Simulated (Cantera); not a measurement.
A closed system holds: 1 mol PbO, 1.5 mol C, 14 mol H2, 2.2 mol CH4, held at 1123 K and 0.0750 bar.

Equilibrium computed with Cantera from the NASA thermochemical tables; the gas is ideal and each condensed phase is pure. Candidate condensed phases: C, C6H6, C7H8, C8H18, H2O, Pb, PbO, PbO2, Pb3O4; 113 gas species. The numbers say what is thermodynamically allowed, not how fast it happens.

Base state: H2 0.944, CO 0.0513, Pb 0.00244, CH4 0.00196, H2O 0.000240, CO2 1.19e-5 (mole fractions); condensed: C(graphite) + Pb(l).

Task: What changes in the equilibrium state with this change: temperature from 1123 K to 2023.15 K?

Result: 
```json
[
 {"species": "H2", "before": "0.944", "after": "0.895"},
 {"species": "CO", "before": "0.0513", "after": "0.0489"},
 {"species": "Pb", "before": "0.00244", "after": "0.0489"},
 {"species": "H", "before": "1.51e-7", "after": "0.00657"},
 {"species": "C2H2 (acetylene)", "before": "2.08e-8", "after": "0.000800"},
 {"species": "CO2", "before": "1.19e-5", "after": "4.10e-9"},
 {"species": "H2O", "before": "0.000240", "after": "3.51e-7"},
 {"species": "CH4", "before": "0.00196", "after": "2.40e-5"},
 {"species": "C(graphite), mol", "before": "2.67", "after": "2.67"},
 {"species": "Pb(l), mol", "before": "0.953", "after": "0"}
]
```
